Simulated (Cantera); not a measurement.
An isothermal, constant-pressure homogeneous reactor starts with H2 : O2 : N2 = 2.8 : 1 : 1.6 (molar parts), equivalence ratio 1.4, at 848 K and 128 Torr.

Detailed kinetics in Cantera: GRI-Mech 3.0 (53 species, 325 reactions). Below about 950 K walls govern HO2 and H2O2 in real vessels. The temperature is held fixed by assumption; the heat of reaction is taken as removed at once.

Problem. Predict: x(H2) at 1.00 s; x(O2) at 1.00 s; x(HO2) at 1.00 s; x(H2O) at 1.00 s; x(H2O2) at 1.00 s.

Solution. 
```json
{
  "x(H2) at 1.00 s": "0.302 (gas-phase equilibrium 0.182)",
  "x(O2) at 1.00 s": "0.0662 (gas-phase equilibrium <1e-12)",
  "x(HO2) at 1.00 s": "9.38e-6 (gas-phase equilibrium <1e-12)",
  "x(H2O) at 1.00 s": "0.292 (gas-phase equilibrium 0.455)",
  "x(H2O2) at 1.00 s": "9.35e-5 (gas-phase equilibrium <1e-12)"
}
```
